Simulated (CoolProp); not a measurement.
Vapour pressure (bar) of C2F6 (R116): the reference equation beside estimates from Tc = 293.0 K, pc = 30.48 bar, ω = 0.257. Clausius-Clapeyron is anchored at 249.7 K with a constant enthalpy of vaporisation of 11.90 kJ/mol.

Computed with CoolProp (reference Helmholtz-energy equation of state, Lemmon 2006). It is a short technical equation, of lower accuracy than the large ones.

```json
[
 {"T (K)": "232", "reference": "5.182", "Lee-Kesler": "5.210", "Clausius-Clapeyron": "6.079", "Redlich-Kwong": "6.958"},
 {"T (K)": "236.4", "reference": "6.064", "Lee-Kesler": "6.097", "Clausius-Clapeyron": "6.819", "Redlich-Kwong": "7.954"},
 {"T (K)": "240.8", "reference": "7.053", "Lee-Kesler": "7.089", "Clausius-Clapeyron": "7.616", "Redlich-Kwong": "9.044"},
 {"T (K)": "245.3", "reference": "8.183", "Lee-Kesler": "8.222", "Clausius-Clapeyron": "8.494", "Redlich-Kwong": "10.26"},
 {"T (K)": "249.7", "reference": "9.413", "Lee-Kesler": "9.454", "Clausius-Clapeyron": "9.413", "Redlich-Kwong": "11.55"},
 {"T (K)": "254.1", "reference": "10.78", "Lee-Kesler": "10.82", "Clausius-Clapeyron": "10.40", "Redlich-Kwong": "12.95"},
 {"T (K)": "258.5", "reference": "12.28", "Lee-Kesler": "12.32", "Clausius-Clapeyron": "11.44", "Redlich-Kwong": "14.46"},
 {"T (K)": "262.9", "reference": "13.93", "Lee-Kesler": "13.98", "Clausius-Clapeyron": "12.55", "Redlich-Kwong": "16.08"},
 {"T (K)": "267.4", "reference": "15.79", "Lee-Kesler": "15.84", "Clausius-Clapeyron": "13.76", "Redlich-Kwong": "17.85"}
]
```

Absolute difference from the reference over all 9 rows, mean and median: Lee-Kesler 0.4 and 0.4 %, Clausius-Clapeyron 8.3 and 8.0 %, Redlich-Kwong 23.1 and 22.7 %.
